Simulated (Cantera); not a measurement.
Feed: 1 mol AlCl₃, 4.4 mol O₂, 41 mol N₂, 2.2 mol NH₃, at 825 K and 1330 Pa.

Method: chemical equilibrium by Gibbs-energy minimisation in Cantera with the NASA 1993 tables (ideal gas, pure condensed phases). Condensed phases not in the tables: AlOCl. Rates play no part.

```
species         before   after
-------------  -------  ------
N₂               0.849   0.552
H₂               <1e-9   0.345
H₂O             0.0394  0.0726
O₂              0.0539   <1e-9
HCl             0.0544  0.0299
Cl₂            0.00306   <1e-9
Al₂O₃(s), mol    0.500   0.500
```
Gas species are given as mole fractions.

Q: What was changed between the two runs?
A) NH₃ from 2.2 to 29 mol
B) N₂ from 41 to 290 mol
C) temperature from 825 K to 1400 K
D) NH₃ from 2.2 to 10 mol

A: A, NH₃ from 2.2 to 29 mol
